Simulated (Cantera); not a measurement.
Cantera run, input and output.

```python
import numpy as np
import cantera as ct

gas = ct.Solution("gri30.yaml")
gas.TPX = 1825, 200, {'C2H6': 1, 'N2': 12}
inlet = ct.Reservoir(gas, clone=True)

reactor = ct.IdealGasConstPressureReactor(gas, energy="off", clone=False)
exhaust = ct.Reservoir(gas, clone=True)
tau = [21, 6, 1.7, 0.48, 0.14, 0.039, 0.011, 0.0031, 0.00088][0]
for a, b in ((inlet, reactor), (reactor, exhaust)):
    ct.MassFlowController(a, b, mdot=lambda t: reactor.mass / tau)
net = ct.ReactorNet([reactor])
show = ['C2H6', 'H', 'C2H2', 'C2H', 'HCN', 'H2']

rows = []
print(f"{'tau/s':>10s}{'T/K':>9s}" + "".join(f"{s:>11s}" for s in show))
for tau in [21, 6, 1.7, 0.48, 0.14, 0.039, 0.011, 0.0031, 0.00088]:
    net.initial_time = 0.0
    net.advance(30 * tau)
    before = gas.X
    net.advance(40 * tau)
    drift = np.max(np.abs(gas.X - before) / (gas.X + 1e-9))
    rows.append([gas.T, *gas[show].X, drift])
    print(f"{tau:10.3e}{gas.T:9.1f}" + "".join(f"{x:11.3e}" for x in gas[show].X))
```

It prints:

```
     tau/s      T/K       C2H6          H       C2H2        C2H        HCN         H2
 2.100e+01   1825.0  3.047e-06  1.625e-03  6.525e-02  7.922e-06  9.646e-04  1.299e-01
 6.000e+00   1825.0  1.077e-05  1.595e-03  6.467e-02  7.847e-06  4.760e-04  1.276e-01
 1.700e+00   1825.0  3.756e-05  1.643e-03  6.327e-02  8.166e-06  2.447e-04  1.236e-01
 4.800e-01   1825.0  1.290e-04  1.760e-03  6.061e-02  8.855e-06  1.285e-04  1.169e-01
 1.400e-01   1825.0  4.224e-04  1.930e-03  5.591e-02  9.824e-06  6.891e-05  1.066e-01
 3.900e-02   1825.0  1.428e-03  2.127e-03  4.723e-02  1.076e-05  3.571e-05  9.060e-02
 1.100e-02   1825.0  4.722e-03  2.229e-03  3.273e-02  1.032e-05  1.793e-05  6.845e-02
 3.100e-03   1825.0  1.506e-02  1.999e-03  1.366e-02  6.352e-06  7.808e-06  4.098e-02
 8.800e-04   1825.0  3.930e-02  1.243e-03  1.659e-03  1.136e-06  2.026e-06  1.481e-02
```

Detailed kinetics in Cantera: GRI-Mech 3.0 (53 species, 325 reactions). GRI-Mech 3.0 stops at C3 and has no aromatics, soot or wall deposition, so with more carbon than oxygen in the feed, carbon stays in small species such as C2H2 where larger ones or solid carbon would form. Radical loss at walls, strong at low pressure, is not modelled.
